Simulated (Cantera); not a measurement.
# Catalytic combustion on Pt

An isothermal plug-flow reactor at 475 K and 0.210 bar (inlet), inlet velocity 0.93 m/s, active area per volume 3900 1/m; feed H2 : O2 : N2 = 0.0031 : 0.15 : 0.79 (molar parts), equivalence ratio 0.010.

Model: Deutschmann's 1995 Pt surface mechanism with GRI-Mech 3.0 gas chemistry, integrated in Cantera. Catalytic surfaces can have several steady states; this one follows from the mechanism file's or the stated starting coverage. Mass transfer to the wall is taken as infinitely fast.

```
z (m)        x H2   x O2    x H2O  θ free Pt   θ O*     θ OH*
-------  --------  -----  -------  ---------  -----  --------
0.00033   0.00159  0.158  0.00170     0.0142  0.981   0.00461
0.00055   0.00118  0.158  0.00211     0.0106  0.985   0.00421
0.00092  0.000824  0.158  0.00247    0.00740  0.989   0.00369
0.0015   0.000559  0.158  0.00273    0.00502  0.992   0.00314
0.0026   0.000347  0.158  0.00294    0.00312  0.994   0.00254
0.0043   0.000219  0.158  0.00307    0.00197  0.996   0.00204
0.0071   0.000136  0.158  0.00316    0.00122  0.997   0.00163
0.012     8.19e-5  0.158  0.00321   0.000737  0.998   0.00127
0.02      4.96e-5  0.158  0.00324   0.000447  0.999  0.000992
0.033     3.02e-5  0.158  0.00326   0.000273  0.999  0.000778
```
x: gas mole fraction; θ: surface coverage.
